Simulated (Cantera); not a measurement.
**Low-pressure radical oxidation in H2/O2**

An isothermal, constant-pressure homogeneous reactor starts with 16.7 % H₂, 83.3 % O₂, equivalence ratio 0.10, at 1200 K and 0.00480 bar.

Model: the H2/O2 subset of GRI-Mech 3.0, which has no nitrogen chemistry, integrated in Cantera. Radical loss at walls, strong at low pressure, is not modelled. The temperature is held fixed by assumption; the heat of reaction is taken as removed at once.

```json
[
 {"t (s)": "0.000900", "x H₂": "0.167", "x O₂": "0.833", "x H": "3.55e-7", "x H₂O₂": "8.99e-11", "x OH": "1.64e-7"},
 {"t (s)": "0.00216", "x H₂": "0.166", "x O₂": "0.833", "x H": "0.000157", "x H₂O₂": "7.18e-10", "x OH": "7.24e-5"},
 {"t (s)": "0.00520", "x H₂": "0.00878", "x O₂": "0.734", "x H": "0.0559", "x H₂O₂": "1.00e-7", "x OH": "0.00961"},
 {"t (s)": "0.0125", "x H₂": "0.00634", "x O₂": "0.736", "x H": "0.0491", "x H₂O₂": "8.47e-8", "x OH": "0.00845"},
 {"t (s)": "0.0300", "x H₂": "0.00563", "x O₂": "0.749", "x H": "0.0390", "x H₂O₂": "9.29e-8", "x OH": "0.00803"},
 {"t (s)": "0.0721", "x H₂": "0.00408", "x O₂": "0.772", "x H": "0.0221", "x H₂O₂": "1.08e-7", "x OH": "0.00693"},
 {"t (s)": "0.173", "x H₂": "0.00181", "x O₂": "0.799", "x H": "0.00600", "x H₂O₂": "1.19e-7", "x OH": "0.00468"},
 {"t (s)": "0.416", "x H₂": "0.000410", "x O₂": "0.814", "x H": "0.000627", "x H₂O₂": "9.27e-8", "x OH": "0.00224"},
 {"t (s)": "0.999", "x H₂": "6.94e-5", "x O₂": "0.817", "x H": "4.35e-5", "x H₂O₂": "4.72e-8", "x OH": "0.000925"},
 {"t (s)": "2.40", "x H₂": "1.34e-5", "x O₂": "0.818", "x H": "3.69e-6", "x H₂O₂": "2.02e-8", "x OH": "0.000407"},
 {"t (s)": "5.77", "x H₂": "3.24e-6", "x O₂": "0.818", "x H": "4.43e-7", "x H₂O₂": "8.46e-9", "x OH": "0.000201"},
 {"t (s)": "13.9", "x H₂": "9.45e-7", "x O₂": "0.818", "x H": "7.02e-8", "x H₂O₂": "3.56e-9", "x OH": "0.000109"},
 {"t (s)": "33.3", "x H₂": "3.14e-7", "x O₂": "0.818", "x H": "1.35e-8", "x H₂O₂": "1.51e-9", "x OH": "6.28e-5"},
 {"t (s)": "80.0", "x H₂": "1.17e-7", "x O₂": "0.818", "x H": "3.07e-9", "x H₂O₂": "6.69e-10", "x OH": "3.83e-5"}
]
```
x: mole fraction; the columns are a selection and need not sum to one.

Equilibrium at this temperature and pressure: H₂ 3.71e-8, O₂ 0.818, H 5.52e-10, H₂O₂ 2.73e-10, OH 2.16e-5 (gas phase only).
